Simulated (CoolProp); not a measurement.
Vapour-liquid equilibrium of carbon dioxide (1) + R152A (2) at 0.539 MPa; x and y are mole fractions of (1).

Computed with CoolProp (multi-fluid Helmholtz-energy mixture model, Span 1996 and Outcalt 1996; pair parameters Bell 2016).

| x | bubble temperature (°C) | y at the bubble point | dew temperature at overall composition x (°C) | liquid density (mol/L) |
|---|---|---|---|---|
| 0.05 | 9.7 | 0.322 | 19.9 | 14.44 |
| 0.125 | -4.8 | 0.610 | 17.3 | 15.38 |
| 0.2 | -15.5 | 0.759 | 14.5 | 16.25 |
| 0.275 | -23.6 | 0.842 | 11.6 | 17.08 |
| 0.35 | -29.9 | 0.891 | 8.5 | 17.89 |
| 0.425 | -34.9 | 0.923 | 5.1 | 18.72 |
| 0.5 | -39.0 | 0.944 | 1.4 | 19.57 |
| 0.575 | -42.4 | 0.959 | -2.7 | 20.45 |
| 0.65 | -45.4 | 0.971 | -7.3 | 21.39 |
| 0.725 | -48.0 | 0.979 | -12.7 | 22.38 |
| 0.8 | -50.3 | 0.986 | -19.2 | 23.44 |
| 0.875 | -52.4 | 0.992 | -27.7 | 24.58 |
| 0.95 | -54.4 | 0.997 | -40.3 | 25.82 |

No azeotrope shows between x = 0.05 and 0.95.

The pair parameters rest on a limited set of measurements; away from them the model extrapolates.
